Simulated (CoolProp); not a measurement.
Vapour pressure (MPa) of methanol: the reference equation beside estimates from Tc = 513.4 K, pc = 8.216 MPa, ω = 0.565.

Computed with CoolProp (reference Helmholtz-energy equation of state, de Reuck 1993).

```tsv
T (K)	reference	Lee-Kesler	Soave-Redlich-Kwong	Peng-Robinson
405.4	0.8933	0.9126	0.9200	0.9161
412.7	1.078	1.101	1.112	1.105
420	1.291	1.318	1.333	1.323
427.2	1.534	1.562	1.584	1.570
434.5	1.814	1.845	1.873	1.855
441.8	2.134	2.164	2.201	2.179
449	2.490	2.520	2.566	2.539
456.3	2.897	2.925	2.981	2.950
```

Absolute difference from the reference over all 8 rows, mean and median: Lee-Kesler 1.7 and 1.8 %, Soave-Redlich-Kwong 3.1 and 3.1 %, Peng-Robinson 2.3 and 2.3 %.
